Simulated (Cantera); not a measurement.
Charge: 1 mol MgCO3, 3.8 mol H2O, 1.4 mol O2, at 133 Pa.

These are equilibrium values from Cantera (NASA tables, ideal gas, pure condensed phases), not measurements of a reactor. Candidate condensed phases: C, C6H6, C7H8, C8H18, H2O, Mg, MgCO3, MgO, Mg(OH)2; 116 gas species. Rates play no part. All values below are at 1748 K.

Base state: H2O 0.606, O2 0.224, CO2 0.160, OH 0.00653, H2 0.00115, CO 0.00109, O 0.000951, H 0.000212 (mole fractions); condensed: MgO(s).

What changes in the equilibrium state with this change: H2O from 3.8 to 0.1 mol?


```csv
species,before,after
O2,0.224,0.558
CO2,0.160,0.397
H2O,0.606,0.0388
H2,0.00115,4.65e-5
H,0.000212,4.27e-5
OH,0.00653,0.00208
"MgO(s), mol",1.000,1.000
```

What changes in the equilibrium state with this change: O2 from 1.4 to 0.021 mol?


```tsv
species	before	after
H2O	0.606	0.773
CO2	0.160	0.199
O2	0.224	0.0101
H2	0.00115	0.00688
CO	0.00109	0.00641
O	0.000951	0.000202
H	0.000212	0.000519
OH	0.00653	0.00340
MgO(s), mol	1.000	1.000
```
